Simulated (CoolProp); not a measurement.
Values from CoolProp's reference Helmholtz-energy equation of state, de Reuck 1990.

**Question.** For fluorine, give the phase and the cp (kJ/(kg K)), cv (kJ/(kg K)) at 294.5 K and 0.0575 MPa.

**Answer.** 
- 294.5 K and 0.0575 MPa: gas; cp 0.823, cv 0.603
